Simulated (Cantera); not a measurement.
Charge: 1 mol Si3N4, 0.24 mol C, 4.2 mol H2, equilibrated at 12.0 Pa.

These are equilibrium values from Cantera (NASA tables, ideal gas, pure condensed phases), not measurements of a reactor. Candidate condensed phases: C, C6H6, C7H8, C8H18, Si, SiC, Si3N4; 105 gas species. The tables' values for SiN are old estimates; treat these amounts as uncertain. The numbers say what is thermodynamically allowed, not how fast it happens. All values below are at 2450 K.

Base state: H 0.516, Si 0.233, N2 0.159, H2 0.0791, SiC2 0.00713, HCN 0.00258, CN 0.000908, Si2C 0.000440 (mole fractions); condensed: gas only.

Task: What changes in the equilibrium state with this change: pressure from 12.0 Pa to 133 Pa?

Result: 
```tsv
species	before	after
H	0.516	0.277
Si	0.233	0.263
H2	0.0791	0.254
N2	0.159	0.186
Si3	7.61e-8	1.34e-5
Si2N	8.81e-7	4.48e-5
```
Gases not in the tables: Si2H6 and higher silanes.
